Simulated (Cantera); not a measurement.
What does this Cantera script print?

```python
import numpy as np
import cantera as ct

gas_names = """
    H HNO HNO2 HNO3 HO2 H2 H2O H2O2 N NH NH2 NH3 NH2OH NO NO2 NO3 N2 N2H2 N2H4 N2O O OH O2 O3 Si SiH
    SiH2 SiH3 SiH4 SiN SiO SiO2 Si2 Si2N Si3
""".split()
cond_names = """
    H2O(s) H2O(L) Si(cr) Si(L) SiO2(Lqz) SiO2(hqz) SiO2(L) Si2N2O(s) Si3N4(a)
""".split()


def load(file, names, dense=False):
    # The tables refer to 1 bar. Condensed volumes are neglected.
    table = {s.name: s for s in ct.Species.list_from_file(file)}
    out = []
    for n in names:
        d = dict(table[n].input_data)
        d["thermo"] = dict(d["thermo"], **{"reference-pressure": 1e5})
        if dense:
            d["equation-of-state"] = {"model": "constant-volume", "density": "1e6 g/cm^3"}
        out.append(ct.Species.from_dict(d))
    return out


gas = ct.Solution(thermo="ideal-gas", species=load("nasa_gas.yaml", gas_names))
cond = {s.name: ct.Solution(thermo="fixed-stoichiometry", species=[s], name=s.name)
        for s in load("nasa_condensed.yaml", cond_names, dense=True)}
atoms = {
    'Si3N4': {'Si': 3, 'N': 4},
    'H2O': {'H': 2, 'O': 1},
    'N2': {'N': 2},
}
top_T = {'Si2N2O(s)': 2100, 'Si3N4(a)': 2400}  # K; cautious upper limits of use, not melting points


def equilibrate(T, P, feed):
    n = {}
    for name, mol in feed.items():
        for a, k in atoms[name].items():
            n[a] = n.get(a, 0.0) + k * mol
    gas.TPX = T, P, n
    mass = sum(n.values()) * gas.mean_molecular_weight
    gas.equilibrate("TP")
    valid = [c for c in cond.values() if c.min_temp <= T <= top_T.get(c.name, c.max_temp)]
    mix = ct.Mixture([(gas, mass / gas.mean_molecular_weight)] + [(c, 0.0) for c in valid])
    mix.T, mix.P = T, P
    mix.equilibrate("TP", solver="vcs", rtol=1e-11, max_steps=5000)
    return mix


results = []
feed = {'Si3N4': 1, 'H2O': 0.019, 'N2': 2.5}  # mol
for P in [0.1, 1, 10, 100, 1000, 10000, 100000, 1000000]:
    for T in [1325, 1375, 1425, 1475, 1525, 1575, 1625, 1675, 1725, 1775, 1825, 1875, 1925, 1975]:
        mix = equilibrate(T, P, feed)
        results.append((T, P, feed, dict(zip(mix.species_names, mix.species_moles))))

for T, P, feed, n in results:
    print(f"{T:7g} {P:10.4g}  " + (" + ".join(c for c in cond_names if n.get(c, 0) > 1e-12) or "gas only"))
```

Result:

```
   1325        0.1  Si2N2O(s) + Si3N4(a)
   1375        0.1  Si(cr)
   1425        0.1  Si(cr)
   1475        0.1  Si(cr)
   1525        0.1  Si(cr)
   1575        0.1  Si(cr)
   1625        0.1  Si(cr)
   1675        0.1  gas only
   1725        0.1  gas only
   1775        0.1  gas only
   1825        0.1  gas only
   1875        0.1  gas only
   1925        0.1  gas only
   1975        0.1  gas only
   1325          1  Si2N2O(s) + Si3N4(a)
   1375          1  Si2N2O(s) + Si3N4(a)
   1425          1  Si(cr)
   1475          1  Si(cr)
   1525          1  Si(cr)
   1575          1  Si(cr)
   1625          1  Si(cr)
   1675          1  Si(cr)
   1725          1  Si(L)
   1775          1  Si(L)
   1825          1  gas only
   1875          1  gas only
   1925          1  gas only
   1975          1  gas only
   1325         10  Si2N2O(s) + Si3N4(a)
   1375         10  Si2N2O(s) + Si3N4(a)
   1425         10  Si2N2O(s) + Si3N4(a)
   1475         10  Si2N2O(s) + Si3N4(a)
   1525         10  Si3N4(a)
   1575         10  Si(cr)
   1625         10  Si(cr)
   1675         10  Si(cr)
   1725         10  Si(L)
   1775         10  Si(L)
   1825         10  Si(L)
   1875         10  Si(L)
   1925         10  Si(L)
   1975         10  Si(L)
   1325        100  Si2N2O(s) + Si3N4(a)
   1375        100  Si2N2O(s) + Si3N4(a)
   1425        100  Si2N2O(s) + Si3N4(a)
   1475        100  Si2N2O(s) + Si3N4(a)
   1525        100  Si2N2O(s) + Si3N4(a)
   1575        100  Si2N2O(s) + Si3N4(a)
   1625        100  Si3N4(a)
   1675        100  Si(cr)
   1725        100  Si(L)
   1775        100  Si(L)
   1825        100  Si(L)
   1875        100  Si(L)
   1925        100  Si(L)
   1975        100  Si(L)
   1325       1000  Si2N2O(s) + Si3N4(a)
   1375       1000  Si2N2O(s) + Si3N4(a)
   1425       1000  Si2N2O(s) + Si3N4(a)
   1475       1000  Si2N2O(s) + Si3N4(a)
   1525       1000  Si2N2O(s) + Si3N4(a)
   1575       1000  Si2N2O(s) + Si3N4(a)
   1625       1000  Si2N2O(s) + Si3N4(a)
   1675       1000  Si2N2O(s) + Si3N4(a)
   1725       1000  Si2N2O(s) + Si3N4(a)
   1775       1000  Si3N4(a)
   1825       1000  Si(L)
   1875       1000  Si(L)
   1925       1000  Si(L)
   1975       1000  Si(L)
   1325      1e+04  Si2N2O(s) + Si3N4(a)
   1375      1e+04  Si2N2O(s) + Si3N4(a)
   1425      1e+04  Si2N2O(s) + Si3N4(a)
   1475      1e+04  Si2N2O(s) + Si3N4(a)
   1525      1e+04  Si2N2O(s) + Si3N4(a)
   1575      1e+04  Si2N2O(s) + Si3N4(a)
   1625      1e+04  Si2N2O(s) + Si3N4(a)
   1675      1e+04  Si2N2O(s) + Si3N4(a)
   1725      1e+04  Si2N2O(s) + Si3N4(a)
   1775      1e+04  Si2N2O(s) + Si3N4(a)
   1825      1e+04  Si2N2O(s) + Si3N4(a)
   1875      1e+04  Si2N2O(s) + Si3N4(a)
   1925      1e+04  Si3N4(a)
   1975      1e+04  Si(L)
   1325      1e+05  Si2N2O(s) + Si3N4(a)
   1375      1e+05  Si2N2O(s) + Si3N4(a)
   1425      1e+05  Si2N2O(s) + Si3N4(a)
   1475      1e+05  Si2N2O(s) + Si3N4(a)
   1525      1e+05  Si2N2O(s) + Si3N4(a)
   1575      1e+05  Si2N2O(s) + Si3N4(a)
   1625      1e+05  Si2N2O(s) + Si3N4(a)
   1675      1e+05  Si2N2O(s) + Si3N4(a)
   1725      1e+05  Si2N2O(s) + Si3N4(a)
   1775      1e+05  Si2N2O(s) + Si3N4(a)
   1825      1e+05  Si2N2O(s) + Si3N4(a)
   1875      1e+05  Si2N2O(s) + Si3N4(a)
   1925      1e+05  Si2N2O(s) + Si3N4(a)
   1975      1e+05  Si2N2O(s) + Si3N4(a)
   1325      1e+06  Si2N2O(s) + Si3N4(a)
   1375      1e+06  Si2N2O(s) + Si3N4(a)
   1425      1e+06  Si2N2O(s) + Si3N4(a)
   1475      1e+06  Si2N2O(s) + Si3N4(a)
   1525      1e+06  Si2N2O(s) + Si3N4(a)
   1575      1e+06  Si2N2O(s) + Si3N4(a)
   1625      1e+06  Si2N2O(s) + Si3N4(a)
   1675      1e+06  Si2N2O(s) + Si3N4(a)
   1725      1e+06  Si2N2O(s) + Si3N4(a)
   1775      1e+06  Si2N2O(s) + Si3N4(a)
   1825      1e+06  Si2N2O(s) + Si3N4(a)
   1875      1e+06  Si2N2O(s) + Si3N4(a)
   1925      1e+06  Si2N2O(s) + Si3N4(a)
   1975      1e+06  Si2N2O(s) + Si3N4(a)
```

Cantera equilibrium calculation (NASA polynomials, part measured and part estimated; ideal gas, pure solids and liquids). Mutual solubility and eutectic melting of coexisting phases are not modelled.
